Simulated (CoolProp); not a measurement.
A simple Rankine cycle with the fluoroketone C6F12O (FK-5-1-12): condensing at 311.15 K, boiler at 1 MPa, turbine inlet 499 K, turbine efficiency 0.85, pump efficiency 0.7, no recuperator. Each further row changes one setting.

Model: reference Helmholtz-energy equation of state, McLinden 2015, in CoolProp.

```tsv
case	thermal efficiency (%)	net work (kJ/kg)	heat in (kJ/kg)	turbine exit temperature (K)	volume ratio over the turbine
as stated	10.0	___	266	467.0	15.6
condensing temperature 303.15 K	10.8	29.8	___	463.7	___
boiler pressure 0.7 MPa	8.8	23.7	___	472.1	10.6
turbine efficiency 0.75	8.8	23.4	266	470.1	15.7
```

Some entries are withheld; supply them.


- as stated, net work (kJ/kg): 26.7
- condensing temperature 303.15 K, heat in (kJ/kg): 275
- condensing temperature 303.15 K, volume ratio over the turbine: 21.2
- boiler pressure 0.7 MPa, heat in (kJ/kg): 269
